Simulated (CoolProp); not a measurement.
Vapour-liquid equilibrium of R125 (1) + R134a (2) at -71.25 °C; x and y are mole fractions of (1).

Model: multi-fluid Helmholtz-energy mixture model, Lemmon 2005 and Tillner-Roth 1994; pair parameters Lemmon 2004, in CoolProp.

```json
[
 {"x": "0.05", "bubble pressure (kPa)": "8.328", "y at the bubble point": "0.169", "dew pressure at overall composition x (kPa)": "7.562", "liquid density (mol/L)": "14.68"},
 {"x": "0.125", "bubble pressure (kPa)": "9.908", "y at the bubble point": "0.356", "dew pressure at overall composition x (kPa)": "8.028", "liquid density (mol/L)": "14.57"},
 {"x": "0.2", "bubble pressure (kPa)": "11.49", "y at the bubble point": "0.491", "dew pressure at overall composition x (kPa)": "8.556", "liquid density (mol/L)": "14.46"},
 {"x": "0.275", "bubble pressure (kPa)": "13.06", "y at the bubble point": "0.594", "dew pressure at overall composition x (kPa)": "9.159", "liquid density (mol/L)": "14.35"},
 {"x": "0.35", "bubble pressure (kPa)": "14.63", "y at the bubble point": "0.674", "dew pressure at overall composition x (kPa)": "9.852", "liquid density (mol/L)": "14.23"},
 {"x": "0.425", "bubble pressure (kPa)": "16.18", "y at the bubble point": "0.738", "dew pressure at overall composition x (kPa)": "10.66", "liquid density (mol/L)": "14.12"},
 {"x": "0.5", "bubble pressure (kPa)": "17.72", "y at the bubble point": "0.791", "dew pressure at overall composition x (kPa)": "11.61", "liquid density (mol/L)": "14.01"},
 {"x": "0.575", "bubble pressure (kPa)": "19.24", "y at the bubble point": "0.836", "dew pressure at overall composition x (kPa)": "12.75", "liquid density (mol/L)": "13.90"},
 {"x": "0.65", "bubble pressure (kPa)": "20.76", "y at the bubble point": "0.874", "dew pressure at overall composition x (kPa)": "14.13", "liquid density (mol/L)": "13.79"},
 {"x": "0.725", "bubble pressure (kPa)": "22.27", "y at the bubble point": "0.907", "dew pressure at overall composition x (kPa)": "15.84", "liquid density (mol/L)": "13.68"},
 {"x": "0.8", "bubble pressure (kPa)": "23.77", "y at the bubble point": "0.936", "dew pressure at overall composition x (kPa)": "18.00", "liquid density (mol/L)": "13.57"},
 {"x": "0.875", "bubble pressure (kPa)": "25.27", "y at the bubble point": "0.962", "dew pressure at overall composition x (kPa)": "20.81", "liquid density (mol/L)": "13.46"},
 {"x": "0.95", "bubble pressure (kPa)": "26.78", "y at the bubble point": "0.985", "dew pressure at overall composition x (kPa)": "24.57", "liquid density (mol/L)": "13.35"}
]
```

No azeotrope shows between x = 0.05 and 0.95.

Pair parameters are fitted to limited data, so mixtures are less certain than the pure fluids.
